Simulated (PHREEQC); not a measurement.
**Brine (model solution)**

Consider water at 7.9 °C and 300 atm with 0.0022 mol LiCl, 0.0014 mol K2SO4 and 0.12 mol NaCl per kg of water. Closed to the air; pH follows from the charge balance.

Model: Pitzer model, pitzer.dat, run in PHREEQC.

This is a speciation only: nothing precipitates in the calculation.

Predict the specific conductance, density, osmotic coefficient.

specific conductance 8530 µS/cm; density 1.019 g/cm³; osmotic coefficient 0.928.

Under pressure, the constants of complexes without a molar volume in the database are unreliable. At this temperature some constants are extrapolated from 25 °C, and those without enthalpy data are left unchanged.
